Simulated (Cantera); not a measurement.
A closed system holds: 1 mol Si₃N₄, 1.2 mol Cl₂, 10 mol N₂, equilibrated at 1975 K and 830 Pa.

These are equilibrium values from Cantera (NASA tables, ideal gas, pure condensed phases), not measurements of a reactor. Candidate condensed phases: Si, Si₃N₄; 13 gas species. The tables' values for SiCl, SiCl₃, SiN are old estimates; treat these amounts as uncertain. Kinetics and transport are ignored.

Base state: N₂ 0.903, SiCl₂ 0.0876, Si 0.00389, SiCl 0.00225, Cl 0.00211, SiCl₃ 0.000378, Si₂N 0.000125, SiN 9.33e-5 (mole fractions); condensed: Si(l).

Question: What changes in the equilibrium state with this change: temperature from 1975 K to 1723 K?

Answer: 
| species | before | after |
|---|---|---|
| N₂ | 0.903 | 0.900 |
| SiCl₂ | 0.0876 | 0.0974 |
| SiCl₃ | 0.000378 | 0.00157 |
| Si | 0.00389 | 5.50e-5 |
| Si₂ | 3.80e-5 | 1.21e-7 |
| Si₂N | 0.000125 | 2.18e-6 |
| SiN | 9.33e-5 | 2.67e-6 |
| Si(l), mol | 1.74 | 0 |
| Si₃N₄(s), mol | 0 | 0.603 |
The tables' values for SiCl₃, SiCl are old estimates; treat these amounts as uncertain.
